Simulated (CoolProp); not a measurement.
Vapour pressure (kPa) of octamethylcyclotetrasiloxane (D4): the reference equation beside estimates from Tc = 586.5 K, pc = 1347 kPa, ω = 0.598. Clausius-Clapeyron is anchored at 484.4 K with a constant enthalpy of vaporisation of 34.34 kJ/mol.

Values from CoolProp's reference Helmholtz-energy equation of state, Thol 2015.

```
T (K)  reference  Lee-Kesler  Clausius-Clapeyron  van der Waals  Redlich-Kwong  Peng-Robinson
-----  ---------  ----------  ------------------  -------------  -------------  -------------
414.1      38.02       38.01               54.12          282.1          126.6          38.77
428.2      57.99       57.90               75.16          333.6          166.4          58.71
442.2      85.21       85.04               102.0          390.4          214.0          85.90
456.3      121.8       121.6               136.1          453.4          270.8          122.5
470.3      169.2       168.9               178.2          522.1          336.9          170.1
484.4      230.2       229.8               230.2          597.6          413.9          231.5
498.4      306.1       305.8               292.5          678.9          501.4          308.4
512.4      399.9       399.8               366.8          766.8          600.7          403.7
526.5      515.3       515.7               455.2          862.2          713.2          521.4
540.5      654.1       655.4               557.7          963.7          838.0          662.9
554.6      822.4       825.2               677.3           1073          977.5          833.8
568.6       1024        1028               813.6           1189           1130           1036
```

Absolute difference from the reference over all 12 rows, mean and median: Lee-Kesler 0.2 and 0.2 %, Clausius-Clapeyron 15.5 and 13.2 %, van der Waals 207.6 and 140.7 %, Redlich-Kwong 90.2 and 71.8 %, Peng-Robinson 1.0 and 1.1 %.
